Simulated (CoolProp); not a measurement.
Vapour pressure (MPa) of fluorine: the reference equation beside estimates from Tc = -128.7 °C, pc = 5.240 MPa, ω = 0.045. Clausius-Clapeyron is anchored at -162.75 °C with a constant enthalpy of vaporisation of 5.480 kJ/mol.

Computed with CoolProp (reference Helmholtz-energy equation of state, de Reuck 1990).

```tsv
T (°C)	reference	Clausius-Clapeyron	van der Waals
-177.55	(withheld)	0.3623	0.7851
-173.85	0.4038	0.4684	0.9582
-170.15	(withheld)	0.5945	(withheld)
-166.45	0.7093	0.7422	1.376
-162.75	0.9130	0.9130	1.622
-159.05	(withheld)	1.108	1.896
-155.35	1.442	1.328	2.196
-151.55	1.785	1.582	2.535
-147.85	2.172	1.857	2.894
-144.15	2.617	2.159	3.283
```

**Question.** Some entries are withheld; supply them.

**Answer.** 
- -177.55, reference: 0.2943
- -170.15, reference: 0.5409
- -170.15, van der Waals: 1.155
- -159.05, reference: 1.156

Absolute difference from the reference over all 10 rows, mean and median: Clausius-Clapeyron 10.9 and 10.6 %, van der Waals 80.6 and 70.8 %.
